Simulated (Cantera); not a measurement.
## Catalytic combustion on Pt

An isothermal plug-flow reactor at 1000 K and 2850 Torr (inlet), inlet velocity 1 m/s, active area per volume 1600 1/m; feed 0.833 % CH4, 2.45 % O2, 96.7 % N2, equivalence ratio 0.68.

Cantera simulation using Deutschmann's 1995 Pt surface mechanism with GRI-Mech 3.0 gas chemistry; the numbers are that mechanism's predictions, not measurements. Catalytic surfaces can have several steady states; this one follows from the mechanism file's or the stated starting coverage. Mass transfer to the wall is taken as infinitely fast.

| z (m) | x CH4 | x O2 | x H2O | x CO2 | x CO | θ free Pt | θ O* | θ OH* |
|---|---|---|---|---|---|---|---|---|
| 6.5e-05 | 0.00826 | 0.0244 | 0.000136 | 6.45e-5 | 3.36e-6 | 0.209 | 0.790 | 0.000533 |
| 0.00014 | 0.00818 | 0.0242 | 0.000292 | 0.000142 | 4.10e-6 | 0.209 | 0.790 | 0.000694 |
| 0.0003 | 0.00801 | 0.0239 | 0.000621 | 0.000306 | 4.17e-6 | 0.210 | 0.789 | 0.000949 |
| 0.00065 | 0.00766 | 0.0232 | 0.00132 | 0.000658 | 4.01e-6 | 0.211 | 0.788 | 0.00134 |
| 0.0014 | 0.00694 | 0.0217 | 0.00276 | 0.00138 | 3.66e-6 | 0.214 | 0.784 | 0.00191 |
| 0.003 | 0.00557 | 0.0190 | 0.00550 | 0.00275 | 2.99e-6 | 0.220 | 0.777 | 0.00271 |
| 0.0065 | 0.00327 | 0.0144 | 0.0101 | 0.00504 | 1.82e-6 | 0.233 | 0.763 | 0.00373 |
x: gas mole fraction; θ: surface coverage.
